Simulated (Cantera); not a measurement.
Cantera run:

```python
import numpy as np
import cantera as ct

gas_names = [...]  # 116 gases of nasa_gas.yaml made of C, H, Mg, O
cond_names = """
    C(gr) C6H6(L) C7H8(L) C8H18(L),n-octa H2O(s) H2O(L) Mg(cr) Mg(L) MgCO3(s) MgO(s) MgO(L) MgO2H2(s)
""".split()


# ... load() reads the species with a 1 bar reference pressure and builds the phases ...
atoms = {
    'MgO': {'Mg': 1, 'O': 1},
    'CH4': {'C': 1, 'H': 4},
    'CO': {'C': 1, 'O': 1},
}
top_T = {'C(gr)': 4500}  # K; cautious upper limits of use, not melting points


# ... equilibrate(T, P, feed) seeds the gas with the atoms and calls Mixture.equilibrate('TP', solver="vcs", rtol=1e-11, max_steps=5000) ...
results = []
feed = {'MgO': 1, 'CH4': 0.49, 'CO': 1.7}  # mol
T = 2025  # K
P = 133.322  # Pa
mix = equilibrate(T, P, feed)
results.append((T, P, feed, dict(zip(mix.species_names, mix.species_moles))))
print(gas.report(threshold=1e-06))
for i in range(1, mix.n_phases):
    print(f"{mix.phase(i).name:16s} {mix.phase_moles(i):12.5e} mol")
```

Result:

```
       temperature   2025 K
          pressure   133.32 Pa
           density   0.00016614 kg/m^3
  mean mol. weight   20.981 kg/kmol
   phase of matter   gas

                          1 kg             1 kmol
                     ---------------   ---------------
          enthalpy        5.2261e+05        1.0965e+07  J
   internal energy       -2.7987e+05       -5.8719e+06  J
           entropy             14074        2.9529e+05  J/K
    Gibbs function       -2.7977e+07       -5.8699e+08  J
 heat capacity c_p            1601.9             33609  J/K
 heat capacity c_v            1205.6             25294  J/K

                      mass frac. Y      mole frac. X     chem. pot. / RT
                     ---------------   ---------------   ---------------
                CO           0.74532           0.55828           -41.513
               CO2          0.025111          0.011972           -66.181
                 H         0.0011891           0.02475           -13.826
                H2          0.021184           0.22047           -27.652
               H2O          0.018976            0.0221           -52.321
                Mg           0.18755            0.1619           -20.241
               MgH        5.2802e-05        4.3766e-05           -34.067
               MgO        4.8348e-05        2.5168e-05           -44.909
              MgOH        0.00033664        0.00017097           -58.735
            MgO2H2        2.9409e-06         1.058e-06            -97.23
                 O        1.6122e-05        2.1143e-05           -24.668
                OH        0.00021022        0.00025934           -38.495
     [ +104 minor]        1.4086e-06        9.2193e-07

C(gr)             0.00000e+00 mol
Mg(L)             0.00000e+00 mol
MgO(s)            3.77307e-01 mol
```

Cantera equilibrium calculation (NASA polynomials, part measured and part estimated; ideal gas, pure solids and liquids). The tables' values for MgH are old estimates; treat these amounts as uncertain.
